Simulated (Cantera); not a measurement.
Gas mixture: O2 = 0.2 (molar parts), at 1000000 Pa, frozen composition.

Cantera's kinetic-theory transport with the Lennard-Jones parameters of GRI-Mech 3.0, ideal gas; thermal conductivity in the mixture-averaged form.

D: mixture-averaged diffusion coefficient of that species in the mixture.

```
T (K)  ρ (kg/m³)  cp (J/kg/K)  μ (µPa s)  λ (mW/m/K)     Pr  D (cm²/s) O  D (cm²/s) H  D (cm²/s) C2H2
-----  ---------  -----------  ---------  ----------  -----  -----------  -----------  --------------
400         9.62        941.4        [?]        33.9  0.713       0.0551        0.215          0.0284
500         7.70        971.4        [?]        41.1  0.709       0.0806        0.318          0.0421
600         6.41         1003        [?]        48.2  0.709        0.110        0.434          0.0578
700         5.50         1031        [?]        55.0  0.709        0.142        0.565          0.0754
800         4.81         1055       41.4        61.4  0.710        0.178        0.708          0.0947
900         4.28         1074       44.7        67.6  0.710        0.217        0.863           0.116
```

What belongs in the gaps?


- 400, μ (µPa s): 25.6
- 500, μ (µPa s): 30.0
- 600, μ (µPa s): 34.1
- 700, μ (µPa s): 37.8
